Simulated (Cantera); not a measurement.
An adiabatic, constant-pressure homogeneous reactor starts with 1.61 % C3H8, 20.6 % O2, 77.7 % N2, at 1450 K and 10500 Torr.

Cantera simulation using GRI-Mech 3.0 (53 species, 325 reactions); the numbers are that mechanism's predictions, not measurements. GRI-Mech 3.0 was tuned for natural gas; its chemistry of propane as a main component is partial and can be far from experiment. The pressure lies above the range GRI-Mech 3.0 was tuned for (to about 10 atm).

### Question
Predict: time of steepest temperature rise; temperature at 1.00 s; equilibrium temperature; x(O2) at 1.00 s; x(OH) at 1.00 s.

### Answer
| Item | Value |
|---|---|
| time of steepest temperature rise | 29.9 µs |
| temperature at 1.00 s | 2268 K |
| equilibrium temperature | 2268 K |
| x(O2) at 1.00 s | 0.118 (gas-phase equilibrium 0.118) |
| x(OH) at 1.00 s | 0.00230 (gas-phase equilibrium 0.00230) |
